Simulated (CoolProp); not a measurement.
Vapour-liquid equilibrium of R22 (1) + R142b (2) at 247.5 K; x and y are mole fractions of (1).

Computed with CoolProp (multi-fluid Helmholtz-energy mixture model, Kamei 1995 and Lemmon 2006; pair parameters Bell 2016).

```tsv
x	bubble pressure (kPa)	y at the bubble point	dew pressure at overall composition x (kPa)	liquid density (mol/L)
0.05	56.21	0.165	51.14	12.38
0.125	66.40	[?]	54.34	12.60
0.2	76.39	0.475	[?]	12.83
0.275	86.37	0.577	62.06	13.07
0.35	96.48	0.658	66.77	13.31
0.425	106.8	0.726	72.22	13.57
0.5	117.5	0.783	78.61	[?]
0.575	128.5	0.832	86.19	14.10
0.65	139.9	0.874	95.35	14.38
0.725	151.6	0.909	106.7	14.66
0.8	163.7	0.940	121.1	14.95
0.875	175.9	0.966	140.3	15.26
0.95	188.1	0.988	168.1	15.56
```

Question: Fill in the missing entries.

Answer: 
- 0.125, y at the bubble point: 0.344
- 0.2, dew pressure at overall composition x (kPa): 57.95
- 0.5, liquid density (mol/L): 13.83

No azeotrope shows between x = 0.05 and 0.95.

Pair parameters are fitted to limited data, so mixtures are less certain than the pure fluids.
